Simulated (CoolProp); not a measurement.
Vapour-liquid equilibrium of propylene (1) + dimethyl ether (2) at 296.4 K; x and y are mole fractions of (1).

Model: multi-fluid Helmholtz-energy mixture model, Lemmon 2013 and Wu 2011; pair parameters Bell 2016, in CoolProp.

```json
[
 {"x": "0.05", "bubble pressure (bar)": "…", "y at the bubble point": "0.099", "dew pressure at overall composition x (bar)": "5.784", "liquid density (mol/L)": "14.29"},
 {"x": "0.15", "bubble pressure (bar)": "…", "y at the bubble point": "0.262", "dew pressure at overall composition x (bar)": "6.162", "liquid density (mol/L)": "14.04"},
 {"x": "0.25", "bubble pressure (bar)": "7.278", "y at the bubble point": "0.394", "dew pressure at overall composition x (bar)": "6.583", "liquid density (mol/L)": "13.79"},
 {"x": "0.35", "bubble pressure (bar)": "7.878", "y at the bubble point": "…", "dew pressure at overall composition x (bar)": "7.054", "liquid density (mol/L)": "13.55"},
 {"x": "0.45", "bubble pressure (bar)": "8.442", "y at the bubble point": "0.597", "dew pressure at overall composition x (bar)": "7.578", "liquid density (mol/L)": "13.31"},
 {"x": "0.55", "bubble pressure (bar)": "8.973", "y at the bubble point": "0.680", "dew pressure at overall composition x (bar)": "8.155", "liquid density (mol/L)": "13.07"},
 {"x": "0.65", "bubble pressure (bar)": "9.476", "y at the bubble point": "0.755", "dew pressure at overall composition x (bar)": "8.781", "liquid density (mol/L)": "12.84"},
 {"x": "0.75", "bubble pressure (bar)": "9.953", "y at the bubble point": "0.826", "dew pressure at overall composition x (bar)": "9.441", "liquid density (mol/L)": "12.62"},
 {"x": "0.85", "bubble pressure (bar)": "10.41", "y at the bubble point": "0.896", "dew pressure at overall composition x (bar)": "10.11", "liquid density (mol/L)": "12.41"},
 {"x": "0.95", "bubble pressure (bar)": "10.84", "y at the bubble point": "0.965", "dew pressure at overall composition x (bar)": "10.75", "liquid density (mol/L)": "12.20"}
]
```

Complete the blanks.


- 0.05, bubble pressure (bar): 5.962
- 0.15, bubble pressure (bar): 6.639
- 0.35, y at the bubble point: 0.503

No azeotrope shows between x = 0.05 and 0.95.

Pair parameters are fitted to limited data, so mixtures are less certain than the pure fluids.
